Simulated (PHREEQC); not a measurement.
Solution (25 °C): 0.095 mol/kgw KOH and 0.0026 mol/kgw Na2SiO3. Closed to the air; pH follows from the charge balance.

Computed with PHREEQC (ion-association model, phreeqc.dat).

Each row changes one thing in this solution. This is a speciation only: nothing precipitates in the calculation.

```csv
case,pH,ionic strength (mol/kgw),H3SiO4- (mol/kgw),H2SiO4-2 (mol/kgw),H4SiO4 (mol/kgw),SI of Quartz (SiO2)
as made,12.86,0.102,0.00131,0.00129,9.17e-7,-2.04
KOH from 0.095 to 0.19 mol/kgw,___,___,0.000835,0.00176,2.90e-7,-2.53
diluted 10-fold with water,___,0.0100,0.000239,1.90e-5,1.68e-6,-1.79
KOH from 0.095 to 0.143 mol/kgw,___,0.150,0.00102,0.00158,4.74e-7,-2.32
KOH from 0.095 to 0.019 mol/kgw,12.25,___,0.00219,0.000407,7.06e-6,-1.17
```

Problem. Fill in the missing entries.

Solution. 
- KOH from 0.095 to 0.19 mol/kgw, pH: 13.13
- KOH from 0.095 to 0.19 mol/kgw, ionic strength (mol/kgw): 0.197
- diluted 10-fold with water, pH: 11.94
- KOH from 0.095 to 0.143 mol/kgw, pH: 13.02
- KOH from 0.095 to 0.019 mol/kgw, ionic strength (mol/kgw): 0.0246
